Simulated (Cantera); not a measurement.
Input: 1 mol Fe₃O₄, 1 mol C, 0.85 mol H₂, at 1975 K and 100 Torr.

Method: chemical equilibrium by Gibbs-energy minimisation in Cantera with the NASA 1993 tables (ideal gas, pure condensed phases). Candidate condensed phases: C, C₆H₆, C₇H₈, C₈H₁₈, Fe, Fe(CO)₅, FeO, Fe(OH)₂, Fe(OH)₃, Fe₂O₃, Fe₃O₄, H₂O; 114 gas species. Each liquid is taken as pure. Mutual solubility and eutectic melting of coexisting phases are not modelled. The tables' stoichiometric FeO is somewhat more stable than real wüstite, so its field is too wide. FeO: taken at fixed stoichiometry. The numbers say what is thermodynamically allowed, not how fast it happens.

Base state: CO 0.488, H₂ 0.311, H₂O 0.146, CO₂ 0.0508, H 0.00209, Fe 0.00206, OH 9.32e-5, Fe(OH)₂ 5.13e-5 (mole fractions); condensed: Fe(l) + FeO(l).

Problem. What changes in the equilibrium state with this change: temperature from 1975 K to 1898.15 K?

Solution. 
```csv
species,before,after
CO,0.488,0.486
H₂,0.311,0.313
H₂O,0.146,0.145
CO₂,0.0508,0.0535
Fe,0.00206,0.000817
FeO,1.81e-5,5.81e-6
OH,9.32e-5,4.54e-5
"Fe(l), mol",0.361,0.366
"FeO(l), mol",2.64,2.63
```
